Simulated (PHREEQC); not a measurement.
Solution (25 °C): 2.2 mol/kgw MgCl2, 0.33 mol/kgw Na2SO4 and 0.00056 mol/kgw H4SiO4. Closed to the air; pH follows from the charge balance.

Equilibrium calculation in PHREEQC: Pitzer model, pitzer.dat.

No solid was allowed to form.

Task: What pH, activity of water does the model give?

Result: pH 5.12; activity of water 0.804.

The solution is supersaturated, for example in SiO2(a), so a real one may precipitate; this is no full list. Species that the database lacks are ignored. In brines, pH and single-ion activities rest on the MacInnes convention.
